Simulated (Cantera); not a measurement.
Feed: 1 mol NH3, 0.046 mol H2O, equilibrated at 2825 °C and 75.0 Torr.

Method: chemical equilibrium by Gibbs-energy minimisation in Cantera with the NASA 1993 tables (ideal gas, pure condensed phases). Candidate condensed phases: H2O; 24 gas species. Kinetics and transport are ignored.

Base state: H 0.411, H2 0.378, N2 0.193, H2O 0.0106, OH 0.00410, O 0.00270, NO 0.000315, N 3.57e-5 (mole fractions); condensed: gas only.

### Question
What changes in the equilibrium state with this change: temperature from 2825 °C to 702 °C?

### Answer
```json
[
 {"species": "H2", "before": "0.378", "after": "0.733"},
 {"species": "N2", "before": "0.193", "after": "0.244"},
 {"species": "H2O", "before": "0.0106", "after": "0.0225"},
 {"species": "H", "before": "0.411", "after": "3.10e-9"},
 {"species": "OH", "before": "0.00410", "after": "<1e-9"},
 {"species": "O", "before": "0.00270", "after": "<1e-9"},
 {"species": "NO", "before": "0.000315", "after": "<1e-9"}
]
```

### Question
What changes in the equilibrium state with this change: H2O from 0.046 to 0.073 mol?

### Answer
| species | before | after |
|---|---|---|
| H | 0.411 | 0.409 |
| H2 | 0.378 | 0.374 |
| N2 | 0.193 | 0.190 |
| H2O | 0.0106 | 0.0164 |
| O2 | 2.97e-5 | 7.35e-5 |
| O | 0.00270 | 0.00425 |
| OH | 0.00410 | 0.00642 |
| NO | 0.000315 | 0.000492 |
